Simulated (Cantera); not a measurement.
An isothermal, constant-pressure homogeneous reactor starts with 11.5 % H2, 88.5 % O2, at 1400 K and 24.8 Torr.

Detailed kinetics in Cantera: GRI-Mech 3.0 (53 species, 325 reactions). Radical loss at walls, strong at low pressure, is not modelled. The temperature is held fixed by assumption; the heat of reaction is taken as removed at once.

x: mole fraction; the columns are a selection and need not sum to one.

| t (s) | x H2 | x O2 | x H | x HO2 | x OH | x H2O | x H2O2 |
|---|---|---|---|---|---|---|---|
| 2.00e-5 | 0.115 | 0.885 | 9.61e-8 | 1.18e-7 | 6.92e-8 | 5.86e-8 | 1.22e-10 |
| 5.22e-5 | 0.115 | 0.885 | 6.11e-7 | 3.09e-7 | 5.74e-7 | 1.01e-6 | 8.12e-10 |
| 0.000136 | 0.115 | 0.885 | 4.63e-5 | 9.55e-7 | 4.54e-5 | 0.000102 | ___ |
| 0.000356 | 0.00881 | 0.807 | 0.0266 | 9.66e-6 | 0.0149 | 0.0856 | ___ |
| 0.000928 | 0.00356 | 0.807 | 0.0207 | 9.30e-6 | 0.0114 | 0.0962 | 2.93e-7 |
| 0.00242 | 0.00289 | 0.823 | 0.0143 | 9.13e-6 | 0.0104 | 0.102 | 2.93e-7 |
| 0.00632 | 0.00166 | 0.847 | 0.00586 | 8.08e-6 | 0.00796 | 0.111 | ___ |
| 0.0165 | 0.000526 | 0.868 | 0.000992 | 5.07e-6 | 0.00452 | 0.118 | ___ |
| 0.0431 | 0.000103 | 0.876 | 8.41e-5 | 1.83e-6 | 0.00201 | 0.121 | ___ |
| 0.112 | 1.88e-5 | 0.877 | 6.59e-6 | 4.89e-7 | 0.000862 | 0.122 | ___ |
| 0.294 | 4.07e-6 | 0.878 | 6.70e-7 | 1.57e-7 | 0.000403 | 0.122 | ___ |
| 0.766 | 1.10e-6 | 0.878 | 9.45e-8 | 1.01e-7 | 0.000210 | 0.122 | ___ |
| 2.00 | 4.29e-7 | 0.878 | 2.32e-8 | 1.15e-7 | 0.000131 | 0.122 | ___ |

Some entries are withheld; supply them.


- 0.000136, x H2O2: 5.43e-9
- 0.000356, x H2O2: 4.11e-7
- 0.00632, x H2O2: 2.66e-7
- 0.0165, x H2O2: 1.79e-7
- 0.0431, x H2O2: 8.38e-8
- 0.112, x H2O2: 3.26e-8
- 0.294, x H2O2: 1.22e-8
- 0.766, x H2O2: 4.89e-9
- 2.00, x H2O2: 2.67e-9
